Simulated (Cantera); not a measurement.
# Thermodynamics of carbon deposition, reforming and gasification, feed C3H6 + CO2 + H2

Input: 1 mol C3H6, 3.3 mol CO2, 48 mol H2, at 0.220 bar.

These are equilibrium values from Cantera (NASA tables, ideal gas, pure condensed phases), not measurements of a reactor. Candidate condensed phases: C, C6H6, C7H8, C8H18, H2O; 131 gas species. Ions and electrons are included (thermal ionisation). Equilibrium is a limit: real reactors are often held back by kinetics, nucleation or transport.

```json
[
 {"T (K)": "2000", "log p H": "-3.14", "log p H2": "-0.71", "log p CO": "-1.62", "log p O": "-8.95", "log p H2O": "-2.95", "log p C": "<-12", "log p OH": "-6.38", "log p CO2": "-4.52"},
 {"T (K)": "2500", "log p H": "-1.97", "log p H2": "-0.73", "log p CO": "-1.63", "log p O": "-6.29", "log p H2O": "-2.96", "log p C": "-10.79", "log p OH": "-4.88", "log p CO2": "-4.65"},
 {"T (K)": "3000", "log p H": "-1.23", "log p H2": "-0.86", "log p CO": "-1.68", "log p O": "-4.52", "log p H2O": "-3.08", "log p C": "-8.81", "log p OH": "-3.93", "log p CO2": "-4.77"},
 {"T (K)": "3500", "log p H": "-0.84", "log p H2": "-1.23", "log p CO": "-1.79", "log p O": "-3.49", "log p H2O": "-3.68", "log p C": "-7.22", "log p OH": "-3.64", "log p CO2": "-5.16"},
 {"T (K)": "4000", "log p H": "-0.72", "log p H2": "-1.84", "log p CO": "-1.87", "log p O": "-3.25", "log p H2O": "-5.01", "log p C": "-5.48", "log p OH": "-4.12", "log p CO2": "-5.99"},
 {"T (K)": "4500", "log p H": "-0.69", "log p H2": "-2.46", "log p CO": "-1.89", "log p O": "-3.16", "log p H2O": "-6.28", "log p C": "-4.00", "log p OH": "-4.67", "log p CO2": "-6.68"},
 {"T (K)": "5000", "log p H": "-0.69", "log p H2": "-2.99", "log p CO": "-1.92", "log p O": "-2.84", "log p H2O": "-7.08", "log p C": "-3.07", "log p OH": "-4.87", "log p CO2": "-7.00"}
]
```
log p: log10 of the partial pressure in bar; nothing condenses.

From 2000 K to 5000 K nothing is condensed. The main C-bearing gas is CO throughout.
